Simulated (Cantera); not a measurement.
Charge: 1 mol SiCl4, 4.2 mol NH3, equilibrated at 0.133 bar.

These are equilibrium values from Cantera (NASA tables, ideal gas, pure condensed phases), not measurements of a reactor. Candidate condensed phases: NH4Cl, Si, Si3N4; 28 gas species. The tables' values for SiCl3, SiCl are old estimates; treat these amounts as uncertain. Gases not in the tables: Si2H6 and higher silanes. Kinetics and transport are ignored.

x: gas mole fraction; n: condensed amount in mol.

```json
[
 {"T (°C)": "550", "x H2": "0.510", "x HCl": "0.288", "x N2": "0.170", "x SiCl2": "2.28e-10", "x SiCl4": "0.0319", "n Si3N4(s)": "0.231"},
 {"T (°C)": "650", "x H2": "0.498", "x HCl": "0.309", "x N2": "0.166", "x SiCl2": "1.85e-8", "x SiCl4": "0.0262", "n Si3N4(s)": "0.248"},
 {"T (°C)": "750", "x H2": "0.489", "x HCl": "0.325", "x N2": "0.163", "x SiCl2": "6.22e-7", "x SiCl4": "0.0220", "n Si3N4(s)": "0.262"},
 {"T (°C)": "850", "x H2": "0.483", "x HCl": "0.337", "x N2": "0.161", "x SiCl2": "___", "x SiCl4": "___", "n Si3N4(s)": "0.271"},
 {"T (°C)": "950", "x H2": "0.478", "x HCl": "0.346", "x N2": "0.160", "x SiCl2": "___", "x SiCl4": "___", "n Si3N4(s)": "0.278"},
 {"T (°C)": "1050", "x H2": "0.474", "x HCl": "0.350", "x N2": "0.159", "x SiCl2": "0.000860", "x SiCl4": "0.0135", "n Si3N4(s)": "0.279"},
 {"T (°C)": "1150", "x H2": "0.474", "x HCl": "0.346", "x N2": "0.160", "x SiCl2": "0.00446", "x SiCl4": "0.0105", "n Si3N4(s)": "0.270"},
 {"T (°C)": "1250", "x H2": "0.478", "x HCl": "0.326", "x N2": "0.166", "x SiCl2": "0.0163", "x SiCl4": "0.00670", "n Si3N4(s)": "0.235"},
 {"T (°C)": "1350", "x H2": "0.488", "x HCl": "0.283", "x N2": "0.178", "x SiCl2": "0.0404", "x SiCl4": "0.00298", "n Si3N4(s)": "0.162"},
 {"T (°C)": "1450", "x H2": "0.503", "x HCl": "0.225", "x N2": "0.193", "x SiCl2": "0.0713", "x SiCl4": "0.000933", "n Si3N4(s)": "0.0651"},
 {"T (°C)": "1550", "x H2": "0.512", "x HCl": "0.188", "x N2": "0.202", "x SiCl2": "0.0917", "x SiCl4": "0.000272", "n Si3N4(s)": "0"},
 {"T (°C)": "1650", "x H2": "0.510", "x HCl": "0.189", "x N2": "0.202", "x SiCl2": "0.0928", "x SiCl4": "0.000105", "n Si3N4(s)": "0"}
]
```

### Question
Fill in the missing entries.

### Answer

- 950, x SiCl2: 0.000118
- 950, x SiCl4: 0.0160
- 850, x SiCl2: 1.09e-5
- 850, x SiCl4: 0.0187
